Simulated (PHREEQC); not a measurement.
**Hard or scaling water: speciation**

Make-up at 20 °C: 0.047 mmol/kgw Ca(HCO3)2 and 0.21 mmol/kgw NaF. Closed to the air; pH follows from the charge balance.

Equilibrium calculation in PHREEQC: ion-association model, phreeqc.dat.

Precipitation was switched off in this run.

Predict the pH, ionic strength.

pH 8.14; ionic strength 0.000351 mol/kgw.

In which forms is C present?

HCO3- 98 %, CO2 1.7 %, CO3-2 0.6 % of the C.
